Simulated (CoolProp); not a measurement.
Computed with CoolProp (reference Helmholtz-energy equation of state, Lemmon 2006). It is a short technical equation, of lower accuracy than the large ones.

Problem. For acetone, give the phase and the density (kg/m³), cv (kJ/(kg K)), isothermal compressibility (1/MPa), expansivity (1/kK) at 276.85 °C and 20.9 bar.

Solution. 
- 276.85 °C and 20.9 bar: gas; density 30.9, cv 1.93, isothermal compressibility 0.561, expansivity 3.01
